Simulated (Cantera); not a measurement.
An isothermal, constant-pressure homogeneous reactor starts with N2O : N2 = 1 : 0.36 (molar parts), at 1175 K and 0.415 atm.

Model: GRI-Mech 3.0 (53 species, 325 reactions), integrated in Cantera. GRI-Mech 3.0 was tuned for natural gas; its chemistry of N2O as a main component is partial and can be far from experiment. The mechanism lacks the step 2 NO + O2 → 2 NO2, which can matter for NO2 below about 1400 K. The temperature is held fixed by assumption; the heat of reaction is taken as removed at once.

Task: Predict: x(N2O) at 100 s; x(O2) at 100 s; x(N2) at 100 s; x(NO2) at 100 s; x(O) at 100 s.

Result: 
```
Item                                               Result
---------------  ----------------------------------------
x(N2O) at 100 s   6.36e-5 (gas-phase equilibrium 7.83e-9)
x(O2) at 100 s        0.248 (gas-phase equilibrium 0.269)
x(N2) at 100 s        0.711 (gas-phase equilibrium 0.731)
x(NO2) at 100 s  0.000532 (gas-phase equilibrium 2.46e-6)
x(O) at 100 s     1.18e-8 (gas-phase equilibrium 1.18e-8)
```
